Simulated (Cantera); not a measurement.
# Gas-phase reforming

An isothermal, constant-pressure homogeneous reactor starts with 29.9 % CH₄, 28.4 % CO₂, 41.8 % H₂, at 1575 K and 20.0 bar.

Model: GRI-Mech 3.0 (53 species, 325 reactions), integrated in Cantera. The pressure lies above the range GRI-Mech 3.0 was tuned for (to about 10 atm).

| t (s) | x CH₄ | x CO₂ | x H₂ | x H | x C₂H | x CO |
|---|---|---|---|---|---|---|
| 5.00e-6 | 0.298 | 0.284 | 0.418 | 2.53e-6 | <1e-12 | 1.24e-5 |
| 1.39e-5 | 0.298 | 0.284 | 0.418 | 3.82e-6 | <1e-12 | 6.65e-5 |
| 3.85e-5 | 0.298 | 0.283 | 0.418 | 4.09e-6 | <1e-12 | 0.000243 |
| 0.000107 | 0.298 | 0.283 | 0.417 | 4.38e-6 | <1e-12 | 0.000762 |
| 0.000296 | 0.297 | 0.281 | 0.417 | 4.65e-6 | <1e-12 | 0.00230 |
| 0.000822 | 0.294 | 0.276 | 0.414 | 4.74e-6 | 6.77e-12 | 0.00666 |
| 0.00228 | 0.288 | 0.264 | 0.407 | 4.82e-6 | 4.30e-11 | 0.0185 |
| 0.00632 | 0.271 | 0.230 | 0.390 | 4.94e-6 | 1.71e-10 | 0.0488 |
| 0.0175 | 0.241 | 0.161 | 0.350 | 5.01e-6 | 4.83e-10 | 0.113 |
| 0.0487 | 0.204 | 0.0783 | 0.305 | 5.01e-6 | 9.61e-10 | 0.190 |
| 0.135 | 0.189 | 0.0517 | 0.300 | 5.11e-6 | 1.06e-9 | 0.218 |
| 0.375 | 0.183 | 0.0472 | 0.318 | 5.27e-6 | 8.10e-10 | 0.233 |
| 1.04 | 0.169 | 0.0395 | 0.356 | 5.57e-6 | 4.71e-10 | 0.257 |
| 2.88 | 0.142 | 0.0290 | 0.412 | 6.00e-6 | 1.97e-10 | 0.286 |
| 8.00 | 0.105 | 0.0186 | 0.477 | 6.46e-6 | 6.44e-11 | 0.313 |
x: mole fraction; the columns are a selection and need not sum to one.

Equilibrium at this temperature and pressure: CH₄ 0.0147, CO₂ 0.000855, H₂ 0.621, H 7.37e-6, C₂H <1e-12, CO 0.360 (gas phase only).
